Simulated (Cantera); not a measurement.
Input: 1 mol Si₂Cl₆, 1.1 mol NH₃, 2.2 mol H₂, 1.2 mol N₂, at 1777 °C and 18.0 Pa.

Equilibrium computed with Cantera from the NASA thermochemical tables; the gas is ideal and each condensed phase is pure. Candidate condensed phases: NH₄Cl, Si, Si₃N₄; 28 gas species. The feed counts by its element totals alone. The tables' values for SiCl, SiCl₃, SiN are old estimates; treat these amounts as uncertain. Equilibrium is a limit: real reactors are often held back by kinetics, nucleation or transport.

Base state: HCl 0.269, H₂ 0.209, N₂ 0.173, SiCl₂ 0.120, H 0.0772, Cl 0.0737, Si 0.0656, SiCl 0.0122 (mole fractions); condensed: gas only.

### Question
What changes in the equilibrium state with this change: pressure from 18.0 Pa to 10.0 mbar?

### Answer
```csv
species,before,after
H₂,0.209,0.317
HCl,0.269,0.234
SiCl₂,0.120,0.218
Cl,0.0737,0.00697
Si,0.0656,0.00433
H,0.0772,0.0128
SiCl,0.0122,0.00422
N₂,0.173,0.200
SiCl₄,2.99e-7,1.50e-5
SiCl₃,0.000183,0.00175
SiH₂,4.46e-6,2.49e-5
```
Gases not in the tables: Si₂H₆ and higher silanes.

### Question
What changes in the equilibrium state with this change: temperature from 1777 °C to 675 °C?

### Answer
```csv
species,before,after
HCl,0.269,0.520
H₂,0.209,0.284
N₂,0.173,0.114
SiCl₂,0.120,2.43e-5
SiCl₄,2.99e-7,0.0817
Si,0.0656,<1e-9
SiCl,0.0122,<1e-9
H,0.0772,2.09e-8
Cl,0.0737,3.65e-8
SiH,0.000243,<1e-9
Si₂,0.000117,<1e-9
"Si₃N₄(s), mol",0,0.473
```
The tables' values for SiCl₃ are old estimates; treat these amounts as uncertain.
